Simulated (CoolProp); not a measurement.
Vapour-liquid equilibrium of propane (1) + n-perfluorobutane (2) at 0.367 MPa; x and y are mole fractions of (1).

Values from CoolProp's multi-fluid Helmholtz-energy mixture model, Lemmon 2009 and Gao 2022; pair parameters Bell 2016.

Give the bubble temperature and the first vapour's composition at x = 0.35, 0.5, 0.8. Is there an azeotrope?

x = 0.35: -1.9 °C, y = 0.769; x = 0.5: -4.8 °C, y = 0.809; x = 0.8: -7.5 °C, y = 0.872. No azeotrope shows between x = 0.05 and 0.95.

The pair parameters rest on a limited set of measurements; away from them the model extrapolates. With so large a gap from Raoult's law the liquid may split in two, which this calculation doesn't test in full.
